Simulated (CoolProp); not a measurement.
1-butene at several states: density (kg/m³) from the reference equation and from simpler models built on Tc = 146.1 °C, pc = 40.06 bar, ω = 0.192; each cubic takes its own stable root.

Model: reference Helmholtz-energy equation of state, Lemmon 2005, in CoolProp. It is a short technical equation, of lower accuracy than the large ones.

```tsv
T (°C)	p (bar)	phase	reference	van der Waals	Redlich-Kwong	Soave-Redlich-Kwong	Peng-Robinson
60.85	0.171	gas	0.3466	0.3462	0.3464	0.3465	0.3466
31.25	3.78	liquid	580.3	8.943	9.153	534.2	605.4
183.35	0.123	gas	0.1820	0.1820	0.1820	0.1820	0.1820
222.45	56.9	supercritical	114.0	(withheld)	116.3	(withheld)	114.9
-8.45	1.52	liquid	628.2	4.010	570.0	583.1	(withheld)
-61.45	3.01	liquid	686.1	(withheld)	626.0	633.9	(withheld)
```

### Question
Complete the blanks.

### Answer

- 222.45, van der Waals: 122.2
- 222.45, Soave-Redlich-Kwong: 109.6
- -8.45, Peng-Robinson: 658.9
- -61.45, van der Waals: 421.8
- -61.45, Peng-Robinson: 713.4

At some of these states van der Waals, Redlich-Kwong gives the other phase, because its saturation line lies elsewhere.
